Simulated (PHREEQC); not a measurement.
Dissolve 0.0012 mol/kgw NiSO4 and 3.9e-05 mol/kgw MgSO4 at 20 °C. Closed to the air; pH follows from the charge balance.

The numbers come from PHREEQC with the ion-association model, wateq4f.dat.

Each row changes one thing in this solution. No solid was allowed to form.

| case | pH | ionic strength (mol/kgw) | SO4-2 (mol/kgw) | Ni+2 (mol/kgw) | NiSO4 (mol/kgw) | NiOH+ (mol/kgw) | SI of Morenosite (NiSO4:7H2O) |
|---|---|---|---|---|---|---|---|
| as made | 6.55 | 0.00443 | 0.00111 | 0.00107 | 0.000126 | 2.96e-7 | -3.77 |
| NiSO4 from 0.0012 to 0.0018 mol/kgw | … | 0.00638 | 0.00160 | 0.00156 | 0.000238 | 3.61e-7 | -3.50 |
| temperature from 20 to 55 °C | … | 0.00431 | 0.00108 | 0.00105 | 0.000153 | 9.42e-7 | -4.04 |
| MgSO4 left out | 6.55 | 0.00430 | 0.00108 | 0.00108 | 0.000124 | 2.96e-7 | -3.78 |
| MgSO4 from 3.9e-05 to 7.8e-06 mol/kgw | 6.55 | 0.00433 | 0.00108 | 0.00108 | 0.000124 | 2.96e-7 | -3.78 |
| MgSO4 from 3.9e-05 to 0.00039 mol/kgw | 6.56 | 0.00557 | 0.00139 | 0.00105 | 0.000146 | 2.91e-7 | -3.71 |
| diluted 10-fold with water | 6.88 | 0.000487 | 0.000122 | 0.000118 | 2.19e-6 | 8.07e-8 | -5.53 |

Problem. Complete the blanks.

Solution. 
- NiSO4 from 0.0012 to 0.0018 mol/kgw, pH: 6.49
- temperature from 20 to 55 °C, pH: 6.08

In wateq4f.dat the enthalpy of Ni(OH)2 has the wrong sign, so its saturation index can't be trusted away from 25 °C. Away from 25 °C the constants follow the database's enthalpies or fits; those with neither stay at their 25 °C values.
